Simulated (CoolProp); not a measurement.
Propyne along the isobar 11000 kPa: Z from the reference equation and from simpler models built on Tc = 402.7 K, pc = 5658 kPa, ω = 0.204; each cubic takes its own stable root.

The numbers come from the reference Helmholtz-energy equation of state, Polt 1992 in CoolProp. This equation is an older, rougher fit; its heat capacities, sound speeds and derivatives of the liquid may be far off and weren't checked against measurements.

| T (K) | phase | reference |
|---|---|---|
| 319.4 | liquid | 0.2786 |
| 329.7 | liquid | 0.2771 |
| 340 | liquid | 0.2763 |
| 350.3 | liquid | 0.2764 |
| 360.6 | liquid | 0.2774 |
| 370.9 | liquid | 0.2797 |
| 381.2 | liquid | 0.2834 |
| 391.5 | liquid | 0.2891 |
| 401.8 | liquid | 0.2974 |
| 412.2 | supercritical | 0.3099 |
| 422.5 | supercritical | 0.3287 |
| 432.8 | supercritical | 0.3581 |
| 443.1 | supercritical | 0.4027 |
| 453.4 | supercritical | 0.4599 |
| 463.7 | supercritical | 0.5174 |
| 474 | supercritical | 0.5676 |

**Question.** How far does each simpler model (Redlich-Kwong, Peng-Robinson) lie from the reference over these 16 states: mean and median of the absolute difference, and the worst?

**Answer.** 
- Redlich-Kwong: mean 10.6 %, median 12.5 %, worst +14.7 % at 401.8 K and 11000 kPa
- Peng-Robinson: mean 3.5 %, median 3.1 %, worst +7.8 % at 432.8 K and 11000 kPa
